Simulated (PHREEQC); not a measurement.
A solution holds 0.74 mol/kgw Na2SO4 and 0.0064 mol/kgw K2SO4, at 25 °C. Closed to the air; pH follows from the charge balance.

Model: Pitzer model, pitzer.dat, run in PHREEQC.

ionic strength: 2.24 mol/kgw
activity of water: 0.974
density: 1.085 g/cm³
osmotic coefficient: 0.659

| species | molality | activity | log γ |
|---|---|---|---|
| Na+ | 1.48 | 0.701 | -0.325 |
| SO4-2 | 0.746 | 0.0389 | -1.283 |
| K+ | 0.0128 | 0.00554 | -0.364 |
| OH- | 4.12e-7 | 2.25e-7 | -0.263 |
| HSO4- | 3.09e-7 | 1.62e-7 | -0.280 |
| H+ | 1.03e-7 | 4.38e-8 | -0.373 |

No solid was allowed to form.
